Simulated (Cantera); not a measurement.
What does this Cantera script print?

```python
import numpy as np
import cantera as ct

gas_names = """
    Ca CS2
""".split()
cond_names = """
    C(gr) CaS(s)
""".split()


# ... load() reads the species with a 1 bar reference pressure and builds the phases ...
species = {s.name: s for s in load("nasa_gas.yaml", gas_names) + load("nasa_condensed.yaml", cond_names)}
# Each term lists the table entries of one substance; the one whose range holds T is used.
reactions = {
    '2 Ca(g) + CS2(g) = C + 2 CaS':
        [(-2, ['Ca']), (-1, ['CS2']), (1, ['C(gr)']), (2, ['CaS(s)'])],
}


def pick(names, T):
    return next(species[n] for n in names if species[n].thermo.min_temp <= T <= species[n].thermo.max_temp)


results = []
for label, terms in reactions.items():
    print(label)
    print("     T/K   dH/kJ  dS/(J/K)   dG/kJ   log10 K")
    for T in [300, 2023, 2123, 2223, 2323, 2423, 2523, 2623]:
        used = [(nu, pick(names, T)) for nu, names in terms]
        dH = sum(nu * s.thermo.h(T) for nu, s in used) / 1e6
        dS = sum(nu * s.thermo.s(T) for nu, s in used) / 1e3
        dG = dH - T * dS / 1e3
        logK = -dG * 1e6 / (ct.gas_constant * T * np.log(10))
        results.append((label, T, dH, dS, dG, logK, [s.name for _, s in used]))
        print(f"{T:8g} {dH:8.1f} {dS:8.1f} {dG:8.1f} {logK:8.2f}")
```

Result:

```
2 Ca(g) + CS2(g) = C + 2 CaS
     T/K   dH/kJ  dS/(J/K)   dG/kJ   log10 K
     300  -1419.0   -428.7  -1290.3   224.66
    2023  -1368.5   -378.6   -602.5    15.56
    2123  -1364.8   -376.8   -564.7    13.89
    2223  -1361.0   -375.1   -527.1    12.39
    2323  -1357.2   -373.4   -489.7    11.01
    2423  -1353.4   -371.8   -452.5     9.75
    2523  -1349.6   -370.3   -415.3     8.60
    2623  -1345.7   -368.8   -378.4     7.54
```

Standard-state values (1 bar) from the NASA 1993 polynomials, evaluated with Cantera. Condensed species are held in their standard states even where they would react or evaporate.
